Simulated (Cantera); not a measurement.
Input: 1 mol C₂H₅OH, 2.6 mol H₂, 2.8 mol N₂, at 1525 K and 1.33 mbar.

Cantera equilibrium calculation (NASA polynomials, part measured and part estimated; ideal gas, pure solids and liquids). Candidate condensed phases: C, C₆H₆, C₇H₈, C₈H₁₈, H₂O; 136 gas species. Equilibrium is a limit: real reactors are often held back by kinetics, nucleation or transport.

Base state: H₂ 0.595, N₂ 0.298, CO 0.106, HCN 0.000529, H 0.000500 (mole fractions); condensed: C(graphite).

Task: What changes in the equilibrium state with this change: C₂H₅OH replaced by C?

Result: 
| species | before | after |
|---|---|---|
| N₂ | 0.298 | 0.518 |
| H₂ | 0.595 | 0.481 |
| HCN | 0.000529 | 0.000628 |
| CO | 0.106 | 0 |
| HNC | 9.67e-6 | 1.15e-5 |
| H | 0.000500 | 0.000449 |
| C(graphite), mol | 0.995 | 0.996 |

Task: What changes in the equilibrium state with this change: C₂H₅OH replaced by C₂H₂?

Result: 
```tsv
species	before	after
H₂	0.595	0.562
N₂	0.298	0.437
HCN	0.000529	0.000623
CO	0.106	0
HNC	9.67e-6	1.14e-5
H	0.000500	0.000486
C(graphite), mol	0.995	2.00
```
